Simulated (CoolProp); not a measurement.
Vapour-liquid equilibrium of benzene (1) + n-decane (2) at 95.35 °C; x and y are mole fractions of (1).

Model: multi-fluid Helmholtz-energy mixture model, Thol 2012 and Lemmon 2006; pair parameters Bell 2016, in CoolProp.

Problem. Give the bubble pressure and the first vapour's composition at x = 0.5, 0.65, 0.8. Is there an azeotrope?

Solution. x = 0.5: 0.08732 MPa, y = 0.950; x = 0.65: 0.1082 MPa, y = 0.970; x = 0.8: 0.1290 MPa, y = 0.984. No azeotrope shows between x = 0.05 and 0.95.

Pair parameters are fitted to limited data, so mixtures are less certain than the pure fluids.
